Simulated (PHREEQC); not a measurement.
0.044 g of hydrous ferric oxide (600 m²/g; 0.2 weak and 0.005 strong sites per Fe, Dzombak-Morel constants, diffuse double layer) in 1 kg of water with 0.001 mol/kgw of an inert sodium salt and 0.00011 mol MnCl2 and 5.1e-05 mol SrCl2, at 25 °C; the pH is set by adding NaOH or the inert anion's acid. The system is closed to oxygen. No CO2 enters from the air. Nothing may precipitate in this run.

Base run: PHREEQC, ion-association model, wateq4f.dat. Each further column changes one thing. The table gives Mn sorbed (%).

```tsv
pH	base	no electrostatic term (-no_edl)	background salt from 0.001 to 0.0001 mol/kgw	oxide from 0.044 to 0.22 g/kgw	0.00018 mol/kgw NiCl2 added
4	0.0	0.0	0.0	0.0	0.0
5	0.0	0.0	0.0	0.0	0.0
5.5	0.1	0.3	0.1	0.4	0.1
6.5	1.7	3.2	1.7	8.5	0.4
7	3.5	9.6	3.6	16.6	0.9
8	23.1	49.8	23.3	76.6	2.9
9	41.8	72.6	41.8	99.4	4.1
9.5	44.8	75.7	44.7	99.9	6.5
10.5	46.1	73.2	46.0	100.0	34.6
11	46.0	66.2	46.0	100.0	43.7
12	42.8	28.5	42.8	100.0	42.7
```

In at least one series the solution becomes supersaturated in solids that the run did not let form, among them Pyrochroite.
